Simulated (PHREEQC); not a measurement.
Dissolve 0.024 mol/kgw HF, 0.011 mol/kgw (CH3)4NF, 0.00034 mol/kgw H2SiF6 and 0.0112 mol/kgw H2SO4 at 20 °C. Closed to the air; pH follows from the charge balance.

Model: ion-association model, wateq4f.dat, run in PHREEQC.

Precipitation was switched off in this run.

Question: Predict the pH, ionic strength.

Answer: pH 2.02; ionic strength 0.0296 mol/kgw.

Question: In which forms is F present?

Answer: HF 74 %, H2F2 13 %, F- 6.7 %, SiF6-2 5.5 %, HF2- 1.4 % of the F.

Species that the database lacks are ignored. (CH3)4N+ isn't in the database: it is added as a free cation with an ion size of 4 Å. wateq4f.dat counts part of the HF as a dimer, H2F2, which phreeqc.dat doesn't know; its constant is uncertain. SiF6-2 is the database's only silicon fluoride.
